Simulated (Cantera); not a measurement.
Input (Python, Cantera) and output of one run.

```python
import numpy as np
import cantera as ct

gas_names = """
    CL CLO CL2 H HCL HOCL HO2 H2 H2O H2O2 O OH O2 O3
""".split()
cond_names = """
    H2O(s) H2O(L)
""".split()


def load(file, names, dense=False):
    # The tables refer to 1 bar. Condensed volumes are neglected.
    table = {s.name: s for s in ct.Species.list_from_file(file)}
    out = []
    for n in names:
        d = dict(table[n].input_data)
        d["thermo"] = dict(d["thermo"], **{"reference-pressure": 1e5})
        if dense:
            d["equation-of-state"] = {"model": "constant-volume", "density": "1e6 g/cm^3"}
        out.append(ct.Species.from_dict(d))
    return out


gas = ct.Solution(thermo="ideal-gas", species=load("nasa_gas.yaml", gas_names))
cond = {s.name: ct.Solution(thermo="fixed-stoichiometry", species=[s], name=s.name)
        for s in load("nasa_condensed.yaml", cond_names, dense=True)}
atoms = {
    'HCl': {'H': 1, 'CL': 1},
    'H2O': {'H': 2, 'O': 1},
    'H2': {'H': 2},
}
top_T = {}  # K; cautious upper limits of use, not melting points


def equilibrate(T, P, feed):
    n = {}
    for name, mol in feed.items():
        for a, k in atoms[name].items():
            n[a] = n.get(a, 0.0) + k * mol
    gas.TPX = T, P, n
    mass = sum(n.values()) * gas.mean_molecular_weight
    gas.equilibrate("TP")
    valid = [c for c in cond.values() if c.min_temp <= T <= top_T.get(c.name, c.max_temp)]
    mix = ct.Mixture([(gas, mass / gas.mean_molecular_weight)] + [(c, 0.0) for c in valid])
    mix.T, mix.P = T, P
    mix.equilibrate("TP", solver="vcs", rtol=1e-11, max_steps=5000)
    return mix


results = []
feed = {'HCl': 1, 'H2O': 0.1, 'H2': 0.11}  # mol
T = 2850  # K
for P in [10, 52, 280, 1400, 7600, 40000, 210000, 1100000, 5700000, 30000000]:
    mix = equilibrate(T, P, feed)
    results.append((T, P, feed, dict(zip(mix.species_names, mix.species_moles))))

top = {s: max(r[3][s] / sum(r[3][g] for g in gas_names) for r in results) for s in gas_names}
cols = sorted((s for s in top if top[s] > 0.0001), key=lambda s: -top[s])[:5]
seen = [c for c in cond_names if any(r[3].get(c, 0) > 1e-12 for r in results)]
print("log10 of partial pressures in bar; condensed amounts in mol")
print(f"{'P/Pa':>10s}" + "".join(f"{s[:9]:>10s}" for s in cols + seen))
for T, P, feed, n in results:
    ng = sum(n[g] for g in gas_names)
    print(f"{P:10.4g}" + "".join(f"{np.log10(max(n[s] / ng * P / 1e5, 1e-99)):10.3f}" for s in cols)
          + "".join(f"{n.get(c, 0):10.4g}" for c in seen))
```

Result:

```
log10 of partial pressures in bar; condensed amounts in mol
      P/Pa       HCL         H        CL        H2       H2O
        10    -6.469    -4.254    -4.402    -6.484    -9.127
        52    -5.059    -3.557    -3.689    -5.091    -7.026
       280    -3.691    -2.907    -2.971    -3.789    -5.053
      1400    -2.539    -2.403    -2.323    -2.782    -3.577
      7600    -1.517    -1.989    -1.715    -1.954    -2.469
     4e+04    -0.643    -1.639    -1.190    -1.255    -1.600
   2.1e+05     0.158    -1.307    -0.721    -0.591    -0.815
   1.1e+06     0.919    -0.974    -0.293     0.076    -0.067
   5.7e+06     1.655    -0.635     0.102     0.755     0.662
     3e+07     2.386    -0.284     0.483     1.457     1.389
```

Equilibrium computed with Cantera from the NASA thermochemical tables; the gas is ideal and each condensed phase is pure. The ideal-gas law is rough above about 30 bar.
